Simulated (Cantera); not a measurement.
What does this Cantera script print?

```python
import numpy as np
import cantera as ct

gas_names = """
    AL ALCL ALCL2 ALCL3 ALH ALN AL2 AL2CL6 CL CL2 H HCL H2 N NH NH2 NH3 N2 N2H2 N2H4
""".split()
cond_names = """
    AL(cr) AL(L) ALCL3(s) ALCL3(L) ALN(s) NH4CL(a) NH4CL(b)
""".split()


# ... load() reads the species with a 1 bar reference pressure and builds the phases ...
atoms = {
    'AlN': {'AL': 1, 'N': 1},
    'HCl': {'H': 1, 'CL': 1},
}
top_T = {'ALN(s)': 2750}  # K; cautious upper limits of use, not melting points


# ... equilibrate(T, P, feed) seeds the gas with the atoms and calls Mixture.equilibrate('TP', solver="vcs", rtol=1e-11, max_steps=5000) ...
results = []
feed = {'AlN': 1, 'HCl': 0.06}  # mol
T = 1473.15  # K
P = 101325  # Pa
mix = equilibrate(T, P, feed)
results.append((T, P, feed, dict(zip(mix.species_names, mix.species_moles))))
x = sorted(zip(gas.X, gas.species_names), reverse=True)
print(f"T = {T:g} K  P = {P:g} Pa  gas = {mix.phase_moles(0):.4g} mol")
print("   x: " + "  ".join(f"{s} {v:.3e}" for v, s in x if v > 1e-05))
print("   condensed (mol): " + ("  ".join(f"{mix.phase(i).name} {mix.phase_moles(i):.4g}"
      for i in range(1, mix.n_phases) if mix.phase_moles(i) > 1e-12) or "none"))
```

It prints:

```
T = 1473.15 K  P = 101325 Pa  gas = 0.06008 mol
   x: H2 4.387e-01  ALCL3 2.905e-01  N2 1.467e-01  HCL 1.213e-01  ALCL2 2.525e-03  ALCL 1.891e-04  AL2CL6 1.139e-04
   condensed (mol): ALN(s) 0.9824
```

These are equilibrium values from Cantera (NASA tables, ideal gas, pure condensed phases), not measurements of a reactor. The tables' values for AlCl2 are old estimates; treat these amounts as uncertain.
